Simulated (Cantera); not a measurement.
## Ignition delay

Mixture: 27.6 % CO, 2.43 % H2, 11.5 % O2, 43.3 % N2, 15.2 % CO2, equivalence ratio 1.3, at 1.00 atm, adiabatic and at constant pressure. Ignition delay is the time to a rise of 400 K.

Model: GRI-Mech 3.0 (53 species, 325 reactions), integrated in Cantera. Where the delays flatten at high temperature, the 400 K rule measures the pace of heat release, not the induction time.

```csv
T0 (K),delay (ms)
1450,0.103
1525,0.104
1600,0.109
1675,0.117
1750,0.127
```
